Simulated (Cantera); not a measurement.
What does this Cantera script print?

```python
import numpy as np
import cantera as ct

gas_names = """
    N2 NO
""".split()
cond_names = """
    BaO(s) BaO(L) Ba(cr) Ba(L)
""".split()


def load(file, names, dense=False):
    # The tables refer to 1 bar. Condensed volumes are neglected.
    table = {s.name: s for s in ct.Species.list_from_file(file)}
    out = []
    for n in names:
        d = dict(table[n].input_data)
        d["thermo"] = dict(d["thermo"], **{"reference-pressure": 1e5})
        if dense:
            d["equation-of-state"] = {"model": "constant-volume", "density": "1e6 g/cm^3"}
        out.append(ct.Species.from_dict(d))
    return out


species = {s.name: s for s in load("nasa_gas.yaml", gas_names) + load("nasa_condensed.yaml", cond_names)}
# Each term lists the table entries of one substance; the one whose range holds T is used.
reactions = {
    'N2(g) + 2 BaO = 2 Ba + 2 NO(g)':
        [(-1, ['N2']), (-2, ['BaO(s)', 'BaO(L)']), (2, ['Ba(cr)', 'Ba(L)']), (2, ['NO'])],
}


def pick(names, T):
    return next(species[n] for n in names if species[n].thermo.min_temp <= T <= species[n].thermo.max_temp)


results = []
for label, terms in reactions.items():
    print(label)
    print("     T/K   dH/kJ  dS/(J/K)   dG/kJ   log10 K")
    for T in [1173, 1273, 1373, 1473, 1573, 1673, 1773]:
        used = [(nu, pick(names, T)) for nu, names in terms]
        dH = sum(nu * s.thermo.h(T) for nu, s in used) / 1e6
        dS = sum(nu * s.thermo.s(T) for nu, s in used) / 1e3
        dG = dH - T * dS / 1e3
        logK = -dG * 1e6 / (ct.gas_constant * T * np.log(10))
        results.append((label, T, dH, dS, dG, logK, [s.name for _, s in used]))
        print(f"{T:8g} {dH:8.1f} {dS:8.1f} {dG:8.1f} {logK:8.2f}")
```

Output:

```
N2(g) + 2 BaO = 2 Ba + 2 NO(g)
     T/K   dH/kJ  dS/(J/K)   dG/kJ   log10 K
    1173   1290.4    218.0   1034.7   -46.08
    1273   1290.2    217.8   1012.9   -41.56
    1373   1289.9    217.6    991.2   -37.71
    1473   1289.5    217.3    969.4   -34.38
    1573   1289.0    217.0    947.7   -31.47
    1673   1288.3    216.6    926.0   -28.91
    1773   1287.6    216.1    904.4   -26.64
```

Standard-state values (1 bar) from the NASA 1993 polynomials, evaluated with Cantera. Condensed species are held in their standard states even where they would react or evaporate.
